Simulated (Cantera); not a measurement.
**Moist CO burnout**

An isothermal, constant-pressure homogeneous reactor starts with 0.720 % CO, 0.533 % O2, 0.109 % H2O, 98.6 % N2, equivalence ratio 0.68, at 1473 K and 0.207 atm.

Detailed kinetics in Cantera: GRI-Mech 3.0 (53 species, 325 reactions).

```
t (s)         x CO     x O2     x H2O     x NO       x H     x NO2
--------  --------  -------  --------  -------  --------  --------
1.00e-6    0.00720  0.00533   0.00109   <1e-12    <1e-12    <1e-12
3.98e-6    0.00720  0.00533   0.00109   <1e-12    <1e-12    <1e-12
1.58e-5    0.00720  0.00533   0.00109   <1e-12    <1e-12    <1e-12
6.31e-5    0.00720  0.00533   0.00109   <1e-12  1.88e-12    <1e-12
0.000251   0.00720  0.00533   0.00109   <1e-12  4.17e-11    <1e-12
0.00100    0.00720  0.00533   0.00109   <1e-12  8.58e-10    <1e-12
0.00398    0.00720  0.00533   0.00108   <1e-12   2.64e-8    <1e-12
0.0158     0.00648  0.00479  0.000955  8.20e-9  0.000143  1.29e-12
0.0631     0.00217  0.00258  0.000573  3.90e-6  0.000723  2.49e-10
0.251     0.000752  0.00204  0.000951  6.65e-6  0.000119  6.09e-10
1.00      0.000141  0.00178   0.00106  7.39e-6   8.50e-6   1.66e-9
```
x: mole fraction; the columns are a selection and need not sum to one.

Equilibrium at this temperature and pressure: CO 1.26e-6, O2 0.00168, H2O 0.00109, NO 0.000108, H 7.68e-9, NO2 2.56e-8 (gas phase only).
